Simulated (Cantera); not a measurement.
**Transport properties of process gases**

Gas mixture: 100 % H2, at 0.132 atm, frozen composition.

Cantera's kinetic-theory transport with the Lennard-Jones parameters of GRI-Mech 3.0, ideal gas; thermal conductivity in the mixture-averaged form.

| T (K) | ρ (kg/m³) | cp (J/kg/K) | μ (µPa s) | λ (mW/m/K) | Pr | D (cm²/s) N2 | D (cm²/s) H2 | D (cm²/s) NH3 |
|---|---|---|---|---|---|---|---|---|
| 400 | 0.00808 | 14520 | 10.9 | 229 | 0.689 | 9.64 | -3840 | 10.3 |
| 550 | 0.00588 | 14520 | 13.4 | 282 | 0.689 | 16.5 | -6620 | 18.0 |
| 700 | 0.00462 | 14560 | 15.6 | 331 | 0.687 | 24.6 | -9940 | 27.2 |
| 850 | 0.00380 | 14780 | 17.7 | 380 | 0.690 | 34.0 | -13800 | 37.9 |
| 1000 | 0.00323 | 14960 | 19.7 | 428 | 0.687 | 44.5 | -18100 | 49.9 |
| 1150 | 0.00281 | 15270 | 21.5 | 477 | 0.689 | 56.1 | -22800 | 63.0 |
| 1300 | 0.00249 | 15590 | 23.3 | 527 | 0.690 | 68.7 | -27900 | 77.4 |
| 1450 | 0.00223 | 15910 | 25.0 | 576 | 0.691 | 82.3 | -33500 | 92.9 |
| 1600 | 0.00202 | 16220 | 26.6 | 625 | 0.691 | 96.9 | -39400 | 109 |
D: mixture-averaged diffusion coefficient of that species in the mixture.
